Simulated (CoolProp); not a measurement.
Vapour pressure (kPa) of sulfur hexafluoride: the reference equation beside estimates from Tc = 318.7 K, pc = 3755 kPa, ω = 0.210. Clausius-Clapeyron is anchored at 231.8 K with a constant enthalpy of vaporisation of 15.64 kJ/mol.

Values from CoolProp's reference Helmholtz-energy equation of state, Guder 2009.

| T (K) | reference | Lee-Kesler | Clausius-Clapeyron | van der Waals | Peng-Robinson |
|---|---|---|---|---|---|
| 231.8 | 323.4 | 329.8 | 323.4 | 912.2 | 327.5 |
| 237.3 | 398.7 | 406.2 | 390.4 | 1024 | 403.0 |
| 242.8 | 486.3 | 495.1 | 467.1 | 1143 | 491.1 |
| 248.2 | 585.7 | 595.7 | 552.9 | 1269 | 590.9 |
| 253.7 | 701.7 | 712.7 | 651.6 | 1406 | 707.6 |
| 259.2 | 834.0 | 845.7 | 762.6 | 1552 | 840.7 |
| 264.6 | 981.0 | 993.1 | 884.4 | 1705 | 988.7 |
| 270.1 | 1149 | 1162 | 1022 | 1869 | 1159 |
| 275.6 | 1339 | 1351 | 1174 | 2043 | 1349 |
| 281.1 | 1550 | 1561 | 1342 | 2227 | 1562 |
| 286.5 | 1780 | 1791 | 1523 | 2417 | 1795 |
| 292 | 2040 | 2050 | 1723 | 2620 | 2057 |
| 297.5 | 2328 | 2336 | 1941 | 2834 | 2346 |
| 302.9 | 2639 | 2647 | 2173 | 3053 | 2659 |
| 308.4 | 2990 | 2997 | 2427 | 3287 | 3008 |

Absolute difference from the reference over all 15 rows, mean and median: Lee-Kesler 1.1 and 1.1 %, Clausius-Clapeyron 10.5 and 11.1 %, van der Waals 74.8 and 62.7 %, Peng-Robinson 0.9 and 0.8 %.
